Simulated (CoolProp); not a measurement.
Vapour-liquid equilibrium of o-xylene (1) + n-undecane (2) at 29.05 °C; x and y are mole fractions of (1).

The numbers come from the multi-fluid Helmholtz-energy mixture model, Zhou 2012 and Aleksandrov 2011; pair parameters Bell 2016 in CoolProp.

```csv
x,"bubble pressure, mixture model (MPa)","bubble pressure, Raoult's law (MPa)","y, mixture model","y, Raoult's law"
0.05,0.0001298,0.0001309,?,0.433
0.2,?,0.0002891,?,0.784
0.35,0.0004545,0.0004473,0.889,0.886
0.5,?,0.0006055,?,0.935
0.65,0.0007715,0.0007637,0.964,0.964
0.8,?,0.0009219,0.983,0.983
0.95,0.001080,0.001080,0.996,0.996
```

Q: Complete the blanks.

A: 
- 0.05, y, mixture model: 0.428
- 0.2, bubble pressure, mixture model (MPa): 0.0002910
- 0.2, y, mixture model: 0.786
- 0.5, bubble pressure, mixture model (MPa): 0.0006151
- 0.5, y, mixture model: 0.937
- 0.8, bubble pressure, mixture model (MPa): 0.0009256

The largest gap from Raoult's law is +1.6 % in bubble pressure, at x = 0.35. No azeotrope shows between x = 0.05 and 0.95.

Pair parameters are fitted to limited data, so mixtures are less certain than the pure fluids. The gap from Raoult's law changes sign with composition, which may be real or a fault of the pair parameters; it wasn't checked against measurements.
